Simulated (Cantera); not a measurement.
**Si + Cl₂ (silicon etching in halogen gases)**

Feed: 1 mol Si, a varied amount of Cl₂, held at 4.50 Pa.

Method: chemical equilibrium by Gibbs-energy minimisation in Cantera with the NASA 1993 tables (ideal gas, pure condensed phases). Candidate condensed phases: Si; 9 gas species. The tables' values for SiCl₃ are old estimates. Equilibrium is a limit: real reactors are often held back by kinetics, nucleation or transport.

### Question
Map the stable condensed phases over T = 177, 277, 377, 477, 577, 677, 777, 877, 977, 1077, 1177, 1277 °C and n(Cl₂) in mol = 0.97, 1.1, 1.3, 1.5, 1.8, 2.1, 2.5, 2.9, 3.4, 3.9, 4.6, 5.4.

### Answer
```
T in °C \ n(Cl₂) in mol
         0.97  1.1  1.3  1.5  1.8  2.1  2.5  2.9  3.4  3.9  4.6  5.4
   1277     A    B    B    B    B    B    B    B    B    B    B    B
   1177     A    B    B    B    B    B    B    B    B    B    B    B
   1077     A    B    B    B    B    B    B    B    B    B    B    B
    977     A    B    B    B    B    B    B    B    B    B    B    B
    877     A    A    B    B    B    B    B    B    B    B    B    B
    777     A    A    A    A    B    B    B    B    B    B    B    B
    677     A    A    A    A    A    B    B    B    B    B    B    B
    577     A    A    A    A    A    B    B    B    B    B    B    B
    477     A    A    A    A    A    B    B    B    B    B    B    B
    377     A    A    A    A    A    B    B    B    B    B    B    B
    277     A    A    A    A    A    B    B    B    B    B    B    B
    177     A    A    A    A    A    B    B    B    B    B    B    B
```
A: Si; B: gas only.
